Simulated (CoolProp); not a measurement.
Vapour-liquid equilibrium of m-xylene (1) + n-undecane (2) at 0.00785 MPa; x and y are mole fractions of (1).

The numbers come from the multi-fluid Helmholtz-energy mixture model, Zhou 2012 and Aleksandrov 2011; pair parameters Bell 2016 in CoolProp.

Q: Give the bubble temperature and the first vapour's composition at x = 0.65, 0.8, 0.95. Is there an azeotrope?

A: x = 0.65: 346.4 K, y = 0.945; x = 0.8: 341.9 K, y = 0.976; x = 0.95: 338.2 K, y = 0.995. No azeotrope shows between x = 0.05 and 0.95.

The pair parameters rest on a limited set of measurements; away from them the model extrapolates.
